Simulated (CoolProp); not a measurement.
R125 along the isobar 4.22 MPa: fugacity coefficient from the reference equation and from simpler models built on Tc = 339.2 K, pc = 3.618 MPa, ω = 0.305; each cubic takes its own stable root.

Model: reference Helmholtz-energy equation of state, Lemmon 2005, in CoolProp.

```
T (K)          phase  reference  van der Waals  Redlich-Kwong  Soave-Redlich-Kwong  Peng-Robinson
-----  -------------  ---------  -------------  -------------  -------------------  -------------
264.8         liquid     0.1241         0.2911         0.1787               0.1282         0.1236
281.9         liquid     0.1995         0.3641         0.2595                  ___         0.1988
299           liquid     0.2964         0.4414         0.3533               0.3071         0.2951
316           liquid     0.4112         0.5201            ___               0.4246            ___
333.1         liquid        ___         0.5981         0.5589               0.5507         0.5296
350.2  supercritical     0.6522            ___         0.6489               0.6582            ___
367.3  supercritical        ___         0.7157         0.7025               0.7192            ___
384.3  supercritical     0.7588         0.7495         0.7424               0.7651         0.7386
```

Fill in the missing entries.


- 281.9, Soave-Redlich-Kwong: 0.2066
- 316, Redlich-Kwong: 0.4551
- 316, Peng-Robinson: 0.4079
- 333.1, reference: 0.5380
- 350.2, van der Waals: 0.6686
- 350.2, Peng-Robinson: 0.6334
- 367.3, reference: 0.7138
- 367.3, Peng-Robinson: 0.6931
